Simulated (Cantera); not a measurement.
Charge: 1 mol CO, 2.8 mol H2O, 2.2 mol N2, at 2102 °C and 0.890 bar.

Cantera equilibrium calculation (NASA polynomials, part measured and part estimated; ideal gas, pure solids and liquids). Candidate condensed phases: C, C6H6, C7H8, C8H18, H2O; 136 gas species. Equilibrium is a limit: real reactors are often held back by kinetics, nucleation or transport.

Base state: H2O 0.383, N2 0.365, CO 0.0896, H2 0.0772, CO2 0.0763, H 0.00415, OH 0.00367, NO 0.000448 (mole fractions); condensed: gas only.

Task: What changes in the equilibrium state with this change: 0.012 mol H2S added?

Result: 
```tsv
species	before	after
H2O	0.383	0.380
N2	0.365	0.363
CO	0.0896	0.0912
H2	0.0772	0.0803
CO2	0.0763	0.0740
SO2	0	0.00165
SO	0	0.000288
SH	0	2.05e-5
```
Further candidate phases: H2SO4, S.
